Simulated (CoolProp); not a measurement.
A closed Brayton cycle with dry air: compressor inlet 333.15 K and 3.6 MPa, high pressure 12.6 MPa, turbine inlet 865 K, compressor efficiency 0.89, turbine efficiency 0.9, recuperator effectiveness 0 (on enthalpy, no pinch check). Each further row changes one setting.

Model: reference Helmholtz-energy equation of state, Lemmon 2000, in CoolProp. It is a pseudo-pure fit of the blend.

```json
[
 {"case": "as stated", "thermal efficiency (%)": "19.5", "net work (kJ/kg)": "79.2", "compressor to turbine work": "0.68", "compressor exit (K)": "494.8", "turbine exit (K)": "645.2"},
 {"case": "turbine inlet 815 K", "thermal efficiency (%)": "18.5", "net work (kJ/kg)": "64.8", "compressor to turbine work": "0.72", "compressor exit (K)": "494.8", "turbine exit (K)": "606.0"},
 {"case": "compressor inlet 343.15 K", "thermal efficiency (%)": "18.9", "net work (kJ/kg)": "74.1", "compressor to turbine work": "0.70", "compressor exit (K)": "509.2", "turbine exit (K)": "645.2"},
 {"case": "high pressure 10.7 MPa", "thermal efficiency (%)": "17.8", "net work (kJ/kg)": "76.9", "compressor to turbine work": "0.65", "compressor exit (K)": "470.5", "turbine exit (K)": "670.5"},
 {"case": "recuperator effectiveness 0.5", "thermal efficiency (%)": "24.2", "net work (kJ/kg)": "79.2", "compressor to turbine work": "0.68", "compressor exit (K)": "494.8", "turbine exit (K)": "645.2"}
]
```
